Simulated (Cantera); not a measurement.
Input (Python, Cantera) and output of one run.

```python
import numpy as np
import cantera as ct

gas_names = """
    C CO CO2 C2 C2O C3 C3O2 C4 C5 Fe FeC5O5 FeO O O2 O3
""".split()
cond_names = """
    C(gr) Fe(a) Fe(c) Fe(d) Fe(L) FeC5O5(L) FeO(s) FeO(L) Fe2O3(s) Fe3O4(s)
""".split()


# ... load() reads the species with a 1 bar reference pressure and builds the phases ...
atoms = {
    'Fe2O3': {'Fe': 2, 'O': 3},
    'CO': {'C': 1, 'O': 1},
}
top_T = {'C(gr)': 4500, 'Fe2O3(s)': 1830, 'Fe3O4(s)': 1870}  # K; cautious upper limits of use, not melting points


# ... equilibrate(T, P, feed) seeds the gas with the atoms and calls Mixture.equilibrate('TP', solver="vcs", rtol=1e-11, max_steps=5000) ...
results = []
feed = {'Fe2O3': 1, 'CO': 3.9}  # mol
P = 27  # Pa
for T in [2248, 2298, 2348, 2398, 2448, 2498, 2548, 2598]:
    mix = equilibrate(T, P, feed)
    results.append((T, P, feed, dict(zip(mix.species_names, mix.species_moles))))

top = {s: max(r[3][s] / sum(r[3][g] for g in gas_names) for r in results) for s in gas_names}
cols = sorted((s for s in top if top[s] > 0.001), key=lambda s: -top[s])[:5]
seen = [c for c in cond_names if any(r[3].get(c, 0) > 1e-12 for r in results)]
print("log10 of partial pressures in bar; condensed amounts in mol")
print(f"{'T/K':>10s}" + "".join(f"{s[:9]:>10s}" for s in cols + seen))
for T, P, feed, n in results:
    ng = sum(n[g] for g in gas_names)
    print(f"{T:10.4g}" + "".join(f"{np.log10(max(n[s] / ng * P / 1e5, 1e-99)):10.3f}" for s in cols)
          + "".join(f"{n.get(c, 0):10.4g}" for c in seen))
```

Output:

```
log10 of partial pressures in bar; condensed amounts in mol
       T/K        CO        Fe         O       CO2        O2
      2248    -4.000    -4.143    -4.784    -4.266    -4.691
      2298    -3.974    -4.151    -4.642    -4.367    -4.667
      2348    -3.954    -4.160    -4.519    -4.481    -4.668
      2398    -3.939    -4.169    -4.414    -4.608    -4.695
      2448    -3.930    -4.177    -4.325    -4.747    -4.745
      2498    -3.925    -4.186    -4.253    -4.897    -4.819
      2548    -3.923    -4.193    -4.195    -5.055    -4.914
      2598    -3.922    -4.199    -4.151    -5.220    -5.028
```

Equilibrium computed with Cantera from the NASA thermochemical tables; the gas is ideal and each condensed phase is pure.
